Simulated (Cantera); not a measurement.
Ignition delay

Mixture: 11.4 % CH4, 2.52 % H2, 15.1 % O2, 70.9 % N2, at 1.01 bar, adiabatic and at constant pressure. Ignition delay is the time to a rise of 400 K.

Computed with Cantera and GRI-Mech 3.0 (53 species, 325 reactions).

```
T0 (K)  delay (ms)
------  ----------
1275          5.60
1350          2.68
1425          1.33
1500         0.700
1575         0.391
1650         0.231
```

```yaml
apparent activation energy between 1500 and 1650 K: 150 kJ/mol
```
